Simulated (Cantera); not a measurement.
**Stirred combustor or abatement burner**

A perfectly stirred reactor is fed with 3.87 % CH4, 0.186 % C2H6, 1.89 % C3H8, 19.2 % O2, 72.3 % N2, 2.55 % CO2, equivalence ratio 0.93, at 1.01 bar; it is adiabatic with a 700 K inlet, and is followed from long to short residence time, starting on the burning branch (τ in s: 0.028, 0.014, 0.0068, 0.0033, 0.0016, 0.00081, 0.0004, 0.0002, 9.7e-05, 4.8e-05, 2.4e-05, 1.2e-05).

Model: GRI-Mech 3.0 (53 species, 325 reactions), integrated in Cantera. GRI-Mech 3.0 was tuned for natural gas; its chemistry of propane as a main component is partial and can be far from experiment.

```json
[
 {"τ (s)": "0.028", "T (K)": "2327", "x CH4": "2.53e-6", "x C2H6": "1.65e-8", "x C3H8": "1.87e-7", "x CH2": "2.16e-7", "x CO": "0.0151", "x CH2O": "8.90e-7", "x H": "0.000969"},
 {"τ (s)": "0.014", "T (K)": "2307", "x CH4": "4.48e-6", "x C2H6": "3.26e-8", "x C3H8": "3.53e-7", "x CH2": "3.81e-7", "x CO": "0.0169", "x CH2O": "1.59e-6", "x H": "0.00122"},
 {"τ (s)": "0.0068", "T (K)": "2276", "x CH4": "7.86e-6", "x C2H6": "6.54e-8", "x C3H8": "6.67e-7", "x CH2": "6.48e-7", "x CO": "0.0196", "x CH2O": "2.80e-6", "x H": "0.00169"},
 {"τ (s)": "0.0033", "T (K)": "2233", "x CH4": "1.36e-5", "x C2H6": "1.29e-7", "x C3H8": "1.23e-6", "x CH2": "1.05e-6", "x CO": "0.0229", "x CH2O": "4.79e-6", "x H": "0.00244"},
 {"τ (s)": "0.0016", "T (K)": "2181", "x CH4": "2.36e-5", "x C2H6": "2.51e-7", "x C3H8": "2.25e-6", "x CH2": "1.64e-6", "x CO": "0.0267", "x CH2O": "8.18e-6", "x H": "0.00354"},
 {"τ (s)": "0.00081", "T (K)": "2128", "x CH4": "4.10e-5", "x C2H6": "4.67e-7", "x C3H8": "3.98e-6", "x CH2": "2.48e-6", "x CO": "0.0302", "x CH2O": "1.37e-5", "x H": "0.00486"},
 {"τ (s)": "0.00040", "T (K)": "2070", "x CH4": "7.57e-5", "x C2H6": "9.01e-7", "x C3H8": "7.39e-6", "x CH2": "3.88e-6", "x CO": "0.0340", "x CH2O": "2.42e-5", "x H": "0.00642"},
 {"τ (s)": "0.00020", "T (K)": "2012", "x CH4": "0.000146", "x C2H6": "1.78e-6", "x C3H8": "1.42e-5", "x CH2": "6.31e-6", "x CO": "0.0380", "x CH2O": "4.42e-5", "x H": "0.00785"},
 {"τ (s)": "9.7e-5", "T (K)": "1949", "x CH4": "0.000323", "x C2H6": "3.97e-6", "x C3H8": "3.10e-5", "x CH2": "1.14e-5", "x CO": "0.0435", "x CH2O": "8.94e-5", "x H": "0.00868"},
 {"τ (s)": "4.8e-5", "T (K)": "1863", "x CH4": "0.000907", "x C2H6": "1.13e-5", "x C3H8": "8.57e-5", "x CH2": "2.45e-5", "x CO": "0.0527", "x CH2O": "0.000213", "x H": "0.00773"},
 {"τ (s)": "2.4e-5", "T (K)": "700", "x CH4": "0.0387", "x C2H6": "0.00186", "x C3H8": "0.0189", "x CH2": "<1e-12", "x CO": "<1e-12", "x CH2O": "<1e-12", "x H": "<1e-12"},
 {"τ (s)": "1.2e-5", "T (K)": "700", "x CH4": "0.0387", "x C2H6": "0.00186", "x C3H8": "0.0189", "x CH2": "<1e-12", "x CO": "<1e-12", "x CH2O": "<1e-12", "x H": "<1e-12"}
]
```
x: mole fraction; the columns are a selection and need not sum to one.
